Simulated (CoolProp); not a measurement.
Carbon dioxide at 293.15 K and 3.05 MPa flows at 1.5 m/s in a round tube of 12.7 mm bore and 1.5 µm roughness, fully developed (64/Re and Nu = 3.66 if laminar; Colebrook and Gnielinski if turbulent). Each further row changes one setting.

The numbers come from the reference Helmholtz-energy equation of state, Span 1996 in CoolProp.

| case | Reynolds number | Darcy friction factor | pressure drop (Pa/m) | heat-transfer coefficient (W/(m² K)) | mass flow (kg/h) |
|---|---|---|---|---|---|
| as stated | 84500 | 0.0192 | 115 | 296 | 46.2 |
| velocity 3 m/s | 169000 | 0.0170 | 407 | 526 | 92.4 |
| diameter 25.4 mm | 169000 | 0.0166 | 49.6 | 257 | 185 |

Viscosity comes from a separate model (Laesecke 2017). Thermal conductivity comes from a separate model (Huber 2016).
